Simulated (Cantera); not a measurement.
Cantera run, input and output.

```python
import numpy as np
import cantera as ct

gas = ct.Solution("gri30.yaml")
gas.TPX = 425, 500000, {'CH4': 1, 'C2H6': 1.2, 'C3H8': 0.08, 'O2': 6, 'N2': 16.8, 'H2O': 3.4}
flame = ct.FreeFlame(gas, width=0.013)
flame.set_refine_criteria(ratio=3, slope=0.08, curve=0.16)
flame.transport_model = "unity-Lewis-number"
flame.solve(loglevel=0, auto=True)
z, T = flame.grid, flame.T
thick = (T[-1] - T[0]) / np.gradient(T, z).max()
show = ['CH4', 'C2H6', 'C3H8', 'CH2', 'C2H2', 'C2H4']
print(f"laminar burning velocity  {flame.velocity[0] * 100:.3f} cm/s")
print(f"burnt temperature         {T[-1]:.1f} K")
print(f"thermal thickness         {thick * 1e3:.4f} mm")
print(f"grid points               {len(z)}")
z0 = z[flame.heat_release_rate.argmax()]
print(f"{'z/mm':>9s}{'T/K':>9s}{'u/(m/s)':>9s}" + "".join(f"{s:>11s}" for s in show))
rows = []
for k in (-3, -2, -1.5, -1, -0.5, -0.25, 0, 0.25, 0.5, 1, 2, 4, 8):
    zz = z0 + k * thick
    rows.append([k * thick, np.interp(zz, z, T), np.interp(zz, z, flame.velocity),
                 *(np.interp(zz, z, flame.X[gas.species_index(s)]) for s in show)])
    print(f"{rows[-1][0] * 1e3:9.3f}{rows[-1][1]:9.1f}{rows[-1][2]:9.3f}" + "".join(f"{x:11.3e}" for x in rows[-1][3:]))
```

Output:

```
laminar burning velocity  41.516 cm/s
burnt temperature         2384.4 K
thermal thickness         0.1093 mm
grid points               141
     z/mm      T/K  u/(m/s)        CH4       C2H6       C3H8        CH2       C2H2       C2H4
   -0.328    425.6    0.416  3.510e-02  4.212e-02  2.808e-03  1.470e-23  5.400e-07  3.138e-06
   -0.219    430.1    0.420  3.502e-02  4.198e-02  2.799e-03  3.146e-20  4.543e-06  2.640e-05
   -0.164    445.1    0.435  3.474e-02  4.155e-02  2.770e-03  2.536e-18  1.781e-05  1.035e-04
   -0.109    547.5    0.538  3.282e-02  3.850e-02  2.571e-03  3.630e-15  1.100e-04  6.392e-04
   -0.055   1052.7    1.058  2.258e-02  2.231e-02  1.510e-03  3.766e-09  6.029e-04  3.391e-03
   -0.027   1507.3    1.549  1.271e-02  7.823e-03  5.267e-04  2.073e-06  1.099e-03  4.631e-03
    0.000   1943.6    2.033  2.747e-03  2.203e-04  8.895e-06  5.644e-05  1.196e-03  1.160e-03
    0.027   2129.1    2.223  1.143e-04  1.188e-07  1.222e-09  1.181e-05  1.316e-04  1.656e-05
    0.055   2200.4    2.287  3.579e-06  6.839e-11  1.027e-13  5.716e-07  5.728e-06  1.258e-07
    0.109   2272.2    2.348  1.248e-08  1.174e-15  3.077e-20  2.419e-09  2.800e-08  3.143e-11
    0.219   2329.3    2.395  5.929e-12  1.998e-20  4.107e-29  1.065e-12  1.709e-11  2.656e-15
    0.437   2364.0    2.424  3.523e-14  3.729e-24  2.528e-36  5.276e-15  7.039e-15  7.925e-19
    0.874   2380.1    2.437  3.732e-14  4.181e-27 -1.953e-38  3.860e-15  6.480e-18  5.802e-22
```

Detailed kinetics in Cantera: GRI-Mech 3.0 (53 species, 325 reactions). Unity Lewis numbers drop preferential diffusion, which matters most where H2 and H carry the flame. Burning velocities carry a grid error of a few per cent, more on coarse grids.
